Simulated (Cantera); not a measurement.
A closed system holds: 1 mol SiF4, 18 mol N2O, 1.5 mol H2, at 1775 °C and 10.0 mbar.

These are equilibrium values from Cantera (NASA tables, ideal gas, pure condensed phases), not measurements of a reactor. Candidate condensed phases: H2O, Si, SiO2, Si2N2O, Si3N4; 58 gas species. The tables' values for SiF3, SiO2 are old estimates; treat these amounts as uncertain. The tables hold silica as quartz up to 1696 K and as liquid above; real silica turns to tridymite and cristobalite and melts near 1996 K. Equilibrium is a limit: real reactors are often held back by kinetics, nucleation or transport.

Base state: N2 0.604, O2 0.272, HF 0.0992, SiF4 0.00880, NO 0.00868, O 0.00501, OH 0.000742, H2O 0.000730 (mole fractions); condensed: SiO2(l).

Task: What changes in the equilibrium state with this change: temperature from 1775 °C to 1700 °C?

Result: 
| species | before | after |
|---|---|---|
| N2 | 0.604 | 0.606 |
| O2 | 0.272 | 0.274 |
| HF | 0.0992 | 0.0993 |
| O | 0.00501 | 0.00284 |
| SiF4 | 0.00880 | 0.00891 |
| SiO | 0.000118 | 2.11e-5 |
| SiO2 | 5.74e-5 | 1.60e-5 |
| SiF3 | 0.000139 | 6.57e-5 |
| H | 5.38e-5 | 2.61e-5 |
| F | 0.000461 | 0.000255 |
| SiO2(l), mol | 0.730 | 0 |
| SiO2(condensed), mol | 0 | 0.734 |

Task: What changes in the equilibrium state with this change: pressure from 10.0 mbar to 0.100 bar?

Result: 
| species | before | after |
|---|---|---|
| N2 | 0.604 | 0.606 |
| O2 | 0.272 | 0.274 |
| HF | 0.0992 | 0.0968 |
| O | 0.00501 | 0.00159 |
| SiF4 | 0.00880 | 0.00964 |
| SiO | 0.000118 | 3.73e-6 |
| SiO2 | 5.74e-5 | 5.74e-6 |
| H | 5.38e-5 | 1.62e-5 |
| F | 0.000461 | 0.000149 |
| SiF3 | 0.000139 | 4.71e-5 |
| SiO2(l), mol | 0.730 | 0.714 |
The tables' values for SiF3 are old estimates; treat these amounts as uncertain.
